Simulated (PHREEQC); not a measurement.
1 kg of water holding 0.088 mol/kgw CaCl2, 0.031 mol/kgw NaCl and 0.0051 mol/kgw MgCl2 is evaporated at 60 °C; the solids stay in contact with the brine. The system is closed to CO2. Solids allowed: Bischofite, Brucite, Halite, Portlandite, MgCl2_4H2O. Others were left out.

The series has 22 steps of water left (kg), from 1 to 0.01627.

Equilibrium calculation in PHREEQC: Pitzer model, pitzer.dat.

Q: Which solids form, in which order, and at which step of the series does each first stand?

A: Halite from water left = 0.02407 kg.

Species that the database lacks are ignored. At this temperature some constants are extrapolated from 25 °C, and those without enthalpy data are left unchanged.
